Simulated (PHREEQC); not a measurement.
# Hard or scaling water: speciation

Solution (13 °C): 0.1 mmol/kgw CaSO4, 0.07 mmol/kgw Na2SO4 and 68 mmol/kgw NaCl. Closed to the air; pH follows from the charge balance.

Computed with PHREEQC (ion-association model, phreeqc.dat).

Each row changes one thing in this solution. Precipitation was switched off in this run.

```json
[
 {"case": "as made", "pH": "7.20", "ionic strength (mol/kgw)": "0.0686", "SO4-2 (mol/kgw)": "0.000150", "NaSO4- (mol/kgw)": "2.00e-5", "CaSO4 (mol/kgw)": "4.46e-7", "CaOH+ (mol/kgw)": "1.42e-10", "SI of Gypsum (CaSO4:2H2O)": "-3.97"},
 {"case": "temperature from 13 to 20 °C", "pH": "7.07", "ionic strength (mol/kgw)": "0.0686", "SO4-2 (mol/kgw)": "0.000149", "NaSO4- (mol/kgw)": "2.07e-5", "CaSO4 (mol/kgw)": "4.62e-7", "CaOH+ (mol/kgw)": "1.05e-10", "SI of Gypsum (CaSO4:2H2O)": "-3.98"},
 {"case": "NaCl left out", "pH": "7.21", "ionic strength (mol/kgw)": "0.000601", "SO4-2 (mol/kgw)": "0.000168", "NaSO4- (mol/kgw)": "9.75e-8", "CaSO4 (mol/kgw)": "2.14e-6", "CaOH+ (mol/kgw)": "2.43e-10", "SI of Gypsum (CaSO4:2H2O)": "-3.29"},
 {"case": "diluted 5-fold with water", "pH": "7.21", "ionic strength (mol/kgw)": "0.0137", "SO4-2 (mol/kgw)": "3.27e-5", "NaSO4- (mol/kgw)": "1.30e-6", "CaSO4 (mol/kgw)": "4.27e-8", "CaOH+ (mol/kgw)": "3.81e-11", "SI of Gypsum (CaSO4:2H2O)": "-4.99"},
 {"case": "Na2SO4 replaced by NaHCO3 at the same molality", "pH": "___", "ionic strength (mol/kgw)": "0.0684", "SO4-2 (mol/kgw)": "8.79e-5", "NaSO4- (mol/kgw)": "1.18e-5", "CaSO4 (mol/kgw)": "2.63e-7", "CaOH+ (mol/kgw)": "1.06e-9", "SI of Gypsum (CaSO4:2H2O)": "-4.20"},
 {"case": "NaCl from 0.068 to 0.0136 mol/kgw", "pH": "7.21", "ionic strength (mol/kgw)": "0.0142", "SO4-2 (mol/kgw)": "0.000162", "NaSO4- (mol/kgw)": "6.50e-6", "CaSO4 (mol/kgw)": "1.04e-6", "CaOH+ (mol/kgw)": "1.88e-10", "SI of Gypsum (CaSO4:2H2O)": "-3.60"},
 {"case": "0.024 mol/kgw NaHS added", "pH": "9.75", "ionic strength (mol/kgw)": "0.0926", "SO4-2 (mol/kgw)": "0.000146", "NaSO4- (mol/kgw)": "2.40e-5", "CaSO4 (mol/kgw)": "3.63e-7", "CaOH+ (mol/kgw)": "4.80e-8", "SI of Gypsum (CaSO4:2H2O)": "-4.06"},
 {"case": "temperature from 13 to 30 °C", "pH": "6.91", "ionic strength (mol/kgw)": "0.0686", "SO4-2 (mol/kgw)": "0.000148", "NaSO4- (mol/kgw)": "2.16e-5", "CaSO4 (mol/kgw)": "___", "CaOH+ (mol/kgw)": "7.12e-11", "SI of Gypsum (CaSO4:2H2O)": "-4.00"}
]
```

Problem. What belongs in the gaps?

Solution. 
- Na2SO4 replaced by NaHCO3 at the same molality, pH: 8.07
- temperature from 13 to 30 °C, CaSO4 (mol/kgw): 4.81e-7

Away from 25 °C the constants follow the database's enthalpies or fits; those with neither stay at their 25 °C values.
